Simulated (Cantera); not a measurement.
What does this Cantera script print?

```python
import numpy as np
import cantera as ct

surf = ct.Interface("diamond.yaml", "diamond_100")
gas, bulk = surf.adjacent["gas"], surf.adjacent["diamond"]
k = surf.kinetics_species_index(bulk.species_names[0])
cover = ["c6HH", "c6H*", "c6*H", "c6**", "c6HM", "c6B"]

rows, drift = [], 0.0
print(f"{'T':>10s}{'um/h':>11s}" + "".join(f"{s:>11s}" for s in cover))
for v in [950, 1000, 1050, 1100, 1150, 1200, 1250, 1300, 1350, 1400]:
    T, P, xH, xCH3 = v, 1200, 0.0031, 0.00037
    gas.TPX = T, P, {"H": xH, "CH3": xCH3, "CH4": 0.0042, "H2": 1 - xH - xCH3 - 0.0042}
    surf.TP = bulk.TP = T, P
    surf.coverages = "c6H*:0.1, c6HH:0.9"
    surf.advance_coverages(100.0)
    before = surf.coverages
    surf.advance_coverages(100.0)
    drift = max(drift, np.max(np.abs(surf.coverages - before) / (surf.coverages + 1e-9)))
    rate = surf.net_production_rates[k] * bulk.mean_molecular_weight / bulk.density * 3.6e9
    rows.append([rate, *surf[cover].coverages])
    print(f"{v:10.4g}{rate:11.4e}" + "".join(f"{x:11.3e}" for x in rows[-1][1:]))
```

Result:

```
         T       um/h       c6HH       c6H*       c6*H       c6**       c6HM        c6B
       950 1.5520e+00  5.877e-01  1.286e-02  3.052e-01  5.864e-03  6.775e-02  4.211e-09
      1000 1.7321e+00  5.594e-01  1.707e-02  3.494e-01  8.688e-03  4.768e-02  4.700e-09
      1050 1.5291e+00  5.332e-01  2.195e-02  3.928e-01  1.235e-02  2.725e-02  4.149e-09
      1100 1.0563e+00  5.054e-01  2.724e-02  4.317e-01  1.679e-02  1.200e-02  2.866e-09
      1150 6.8471e-01  4.750e-01  3.263e-02  4.625e-01  2.180e-02  4.444e-03  1.858e-09
      1200 5.2556e-01  4.447e-01  3.798e-02  4.862e-01  2.725e-02  1.559e-03  1.426e-09
      1250 5.0247e-01  4.169e-01  4.328e-02  5.044e-01  3.301e-02  5.491e-04  1.363e-09
      1300 5.1336e-01  3.924e-01  4.851e-02  5.183e-01  3.900e-02  1.956e-04  1.393e-09
      1350 4.5851e-01  3.712e-01  5.362e-02  5.287e-01  4.512e-02  6.938e-05  1.244e-09
      1400 3.1710e-01  3.533e-01  5.859e-02  5.362e-01  5.116e-02  2.504e-05  8.605e-10
```

Detailed kinetics in Cantera: the Harris–Goodwin 1993 mechanism for the reconstructed diamond (100) surface.
